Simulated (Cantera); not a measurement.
Cantera run, input and output.

```python
import numpy as np
import cantera as ct

gas = ct.Solution("h2o2.yaml")
gas.TPX = 675, 13332, {'H2': 1, 'O2': 0.455, 'N2': 1.71}
flame = ct.FreeFlame(gas, width=0.16)
flame.set_refine_criteria(ratio=3, slope=0.08, curve=0.16)
flame.transport_model = "mixture-averaged"
flame.solve(loglevel=0, auto=True)
z, T = flame.grid, flame.T
thick = (T[-1] - T[0]) / np.gradient(T, z).max()
show = ['H2', 'O2', 'OH', 'H2O', 'H', 'HO2']
print(f"laminar burning velocity  {flame.velocity[0] * 100:.3f} cm/s")
print(f"burnt temperature         {T[-1]:.1f} K")
print(f"thermal thickness         {thick * 1e3:.4f} mm")
print(f"grid points               {len(z)}")
z0 = z[flame.heat_release_rate.argmax()]
print(f"{'z/mm':>9s}{'T/K':>9s}{'u/(m/s)':>9s}" + "".join(f"{s:>11s}" for s in show))
rows = []
for k in (-3, -2, -1.5, -1, -0.5, -0.25, 0, 0.25, 0.5, 1, 2, 4, 8):
    zz = z0 + k * thick
    rows.append([k * thick, np.interp(zz, z, T), np.interp(zz, z, flame.velocity),
                 *(np.interp(zz, z, flame.X[gas.species_index(s)]) for s in show)])
    print(f"{rows[-1][0] * 1e3:9.3f}{rows[-1][1]:9.1f}{rows[-1][2]:9.3f}" + "".join(f"{x:11.3e}" for x in rows[-1][3:]))
```

Result:

```
laminar burning velocity  797.051 cm/s
burnt temperature         2474.3 K
thermal thickness         7.0315 mm
grid points               137
     z/mm      T/K  u/(m/s)         H2         O2         OH        H2O          H        HO2
  -21.095    675.0    7.971  3.160e-01  1.438e-01  4.900e-17  4.213e-13  1.630e-14  7.593e-12
  -14.063    675.0    7.971  3.160e-01  1.438e-01  2.256e-14  3.487e-12  7.920e-12  3.515e-11
  -10.547    675.0    7.971  3.160e-01  1.438e-01  3.229e-12  2.274e-10  1.213e-09  2.195e-09
   -7.032    675.0    7.971  3.160e-01  1.438e-01  8.068e-10  3.573e-08  2.859e-07  3.034e-07
   -3.516    679.6    8.020  3.150e-01  1.437e-01  1.517e-05  3.337e-04  3.925e-04  3.648e-05
   -1.758    769.1    9.013  2.956e-01  1.402e-01  2.459e-04  9.618e-03  9.502e-03  2.882e-05
    0.000   1131.8   12.909  1.478e-01  8.768e-02  3.647e-03  1.153e-01  7.902e-02  1.337e-05
    1.758   1397.9   15.726  5.833e-02  3.375e-02  8.656e-03  2.110e-01  1.057e-01  4.694e-06
    3.516   1513.3   16.895  5.709e-02  2.888e-02  1.105e-02  2.200e-01  9.566e-02  3.487e-06
    7.032   1652.6   18.267  6.019e-02  2.600e-02  1.388e-02  2.267e-01  8.097e-02  2.655e-06
   14.063   1810.0   19.769  6.211e-02  2.278e-02  1.671e-02  2.356e-01  6.526e-02  1.965e-06
   28.126   1976.7   21.309  6.214e-02  1.926e-02  1.894e-02  2.469e-01  4.991e-02  1.436e-06
   56.252   2143.3   22.795  6.003e-02  1.559e-02  1.994e-02  2.602e-01  3.606e-02  1.103e-06
```

Computed with Cantera and the H2/O2 subset of GRI-Mech 3.0, which has no nitrogen chemistry. Burning velocities carry a grid error of a few per cent, more on coarse grids.
